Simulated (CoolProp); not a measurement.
Carbon dioxide along the isotherm 331.1 K: fugacity coefficient from the reference equation and from simpler models built on Tc = 304.1 K, pc = 7.377 MPa, ω = 0.224; each cubic takes its own stable root.

Computed with CoolProp (reference Helmholtz-energy equation of state, Span 1996).

```csv
p (MPa),phase,reference,Redlich-Kwong,Soave-Redlich-Kwong
0.369,gas,0.9871,0.9867,0.9872
0.738,gas,0.9743,0.9735,0.9746
1.11,gas,0.9615,0.9603,0.9619
1.48,gas,0.9488,0.9473,0.9493
1.84,gas,0.9365,0.9346,0.9372
2.21,gas,0.9239,0.9217,0.9248
2.58,gas,0.9114,0.9089,0.9125
2.95,gas,0.8990,0.8961,0.9002
3.32,gas,0.8866,0.8834,0.8881
3.69,gas,0.8743,0.8708,0.8759
```
